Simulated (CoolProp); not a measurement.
The numbers come from the reference Helmholtz-energy equation of state, Leachman 2009 in CoolProp.

Q: For normal hydrogen, give the phase and the speed of sound (m/s) at 495.6 K and 0.231 MPa; 382 K and 0.116 MPa; 459.6 K and 0.228 MPa.

A: 
- 495.6 K and 0.231 MPa: gas; speed of sound 1690
- 382 K and 0.116 MPa: gas; speed of sound 1490
- 459.6 K and 0.228 MPa: gas; speed of sound 1630
